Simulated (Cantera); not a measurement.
Input: 1 mol Si, 8.9 mol H2, at 600 °C and 270000 Pa.

Method: chemical equilibrium by Gibbs-energy minimisation in Cantera with the NASA 1993 tables (ideal gas, pure condensed phases). Candidate condensed phases: Si; 9 gas species. Equilibrium is a limit: real reactors are often held back by kinetics, nucleation or transport.

Base state: H2 1.000 (mole fractions); condensed: Si(s).

Task: What changes in the equilibrium state with this change: Si replaced by SiCl4?

Result: 
| species | before | after |
|---|---|---|
| H2 | 1.000 | 0.886 |
| SiCl4 | 0 | 0.0881 |
| HCl | 0 | 0.0131 |
| SiHCl3 | 0 | 0.0128 |
| SiH2Cl2 | 0 | 0.000168 |
| SiCl3 | 0 | 2.21e-5 |
| Si(s), mol | 1.000 | 0 |
The tables' values for SiCl3 are old estimates; treat these amounts as uncertain.
